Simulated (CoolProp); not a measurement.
Properties of R1234ze(E) at several states (Tc = 109.4 °C, pc = 3.635 MPa, ω = 0.313).

The numbers come from the reference Helmholtz-energy equation of state, Thol 2016 in CoolProp.

```json
[
 {"T (°C)": "-23.15", "p (MPa)": "0.0248", "phase": "gas", "cv (kJ/(kg K))": "0.7253", "speed of sound (m/s)": "140.5", "expansivity (1/kK)": "4.147", "conductivity (mW/(m K))": "9.89", "Prandtl number": "0.836"},
 {"T (°C)": "100.05", "p (MPa)": "0.779", "phase": "gas", "cv (kJ/(kg K))": "0.9361", "speed of sound (m/s)": "158.9", "expansivity (1/kK)": "3.656", "conductivity (mW/(m K))": "20.1", "Prandtl number": "0.809"},
 {"T (°C)": "13.45", "p (MPa)": "0.263", "phase": "gas", "cv (kJ/(kg K))": "0.8024", "speed of sound (m/s)": "142.0", "expansivity (1/kK)": "4.536", "conductivity (mW/(m K))": "12.7", "Prandtl number": "0.850"}
]
```

Viscosity comes from a separate model (Bell 2016), an estimate that may be off by 10 % or more. Thermal conductivity comes from a separate model (Perkins 2011).
